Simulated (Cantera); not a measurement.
An isothermal, constant-pressure homogeneous reactor starts with CH4 : CO2 : H2 = 1 : 1.7 : 0.88 (molar parts), at 1375 K and 0.850 bar. Integrator tolerance rtol = 1e-08.

Detailed kinetics in Cantera: GRI-Mech 3.0 (53 species, 325 reactions).

**Question.** What does this change do: temperature 1375 to 2125 K?

**Answer.** 
| quantity | before | after |
|---|---|---|
| x(CH4) at 100 s | 0.0757 (gas-phase equilibrium 6.87e-6) | 4.47e-9 (gas-phase equilibrium 5.10e-9) |
| x(CO2) at 100 s | 0.123 (gas-phase equilibrium 0.0415) | 0.0228 (gas-phase equilibrium 0.0228) |
| x(H2) at 100 s | 0.246 (gas-phase equilibrium 0.432) | 0.412 (gas-phase equilibrium 0.412) |
| x(CH3) at 100 s | 1.12e-5 (gas-phase equilibrium 7.79e-10) | 5.34e-10 (gas-phase equilibrium 6.08e-10) |
| x(CH2O) at 100 s | 1.57e-7 (gas-phase equilibrium 7.41e-8) | 6.50e-8 (gas-phase equilibrium 6.50e-8) |
| x(HO2) at 100 s | <1e-12 (gas-phase equilibrium <1e-12) | 3.76e-11 (gas-phase equilibrium 3.76e-11) |
| x(C2H4) at 100 s | 0.00799 (gas-phase equilibrium 2.41e-11) | <1e-12 (gas-phase equilibrium <1e-12) |

**Question.** What does this change do: CH4 1 to 9.8 parts?

**Answer.** 
```tsv
quantity	before	after
x(CH4) at 100 s	0.0757 (gas-phase equilibrium 6.87e-6)	0.263 (gas-phase equilibrium 0.254)
x(CO2) at 100 s	0.123 (gas-phase equilibrium 0.0415)	0.00798 (gas-phase equilibrium 2.29e-7)
x(H2) at 100 s	0.246 (gas-phase equilibrium 0.432)	0.419 (gas-phase equilibrium 0.473)
x(CH3) at 100 s	1.12e-5 (gas-phase equilibrium 7.79e-10)	3.02e-5 (gas-phase equilibrium 2.76e-5)
x(CH2O) at 100 s	1.57e-7 (gas-phase equilibrium 7.41e-8)	4.54e-8 (gas-phase equilibrium 3.35e-8)
x(HO2) at 100 s	<1e-12 (gas-phase equilibrium <1e-12)	<1e-12 (gas-phase equilibrium <1e-12)
x(C2H4) at 100 s	0.00799 (gas-phase equilibrium 2.41e-11)	0.0372 (gas-phase equilibrium 0.0276)
```
GRI-Mech 3.0 stops at C3 and has no aromatics, soot or wall deposition, so with more carbon than oxygen in the feed, carbon stays in small species such as C2H2 where larger ones or solid carbon would form.
